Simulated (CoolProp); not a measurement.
n-pentane along the isobar 15.5 bar: density (kg/m³) from the reference equation and from simpler models built on Tc = 469.7 K, pc = 33.68 bar, ω = 0.251; each cubic takes its own stable root.

Values from CoolProp's reference Helmholtz-energy equation of state, Thol 2019.

| T (K) | phase | reference |
|---|---|---|
| 209.3 | liquid | 705.2 |
| 229.1 | liquid | 687.5 |
| 248.8 | liquid | 669.7 |
| 268.6 | liquid | 651.4 |
| 288.4 | liquid | 632.6 |
| 308.1 | liquid | 613.2 |
| 327.9 | liquid | 592.7 |
| 347.6 | liquid | 571.0 |
| 367.4 | liquid | 547.4 |
| 387.2 | liquid | 521.1 |

How far does each simpler model (Redlich-Kwong, Peng-Robinson) lie from the reference over these 10 states: mean and median of the absolute difference, and the worst?


- Redlich-Kwong: mean 12.2 %, median 11.4 %, worst -15.5 % at 387.2 K and 15.5 bar
- Peng-Robinson: mean 2.3 %, median 2.5 %, worst +3.2 % at 308.1 K and 15.5 bar
